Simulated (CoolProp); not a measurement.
Computed with CoolProp (reference Helmholtz-energy equation of state, Kamei 1995).

Task: Give the vapour pressure (MPa), liquid density (kg/m³), enthalpy of vaporisation (kJ/kg), vapour Z of saturated R22 at 14.55, 64.75 °C.

Result: 
```tsv
T (°C)	p (MPa)	liquid density (kg/m³)	enthalpy of vaporisation (kJ/kg)	vapour Z
14.55	0.779	1230	193	0.855
64.75	2.69	1000	132	0.653
```
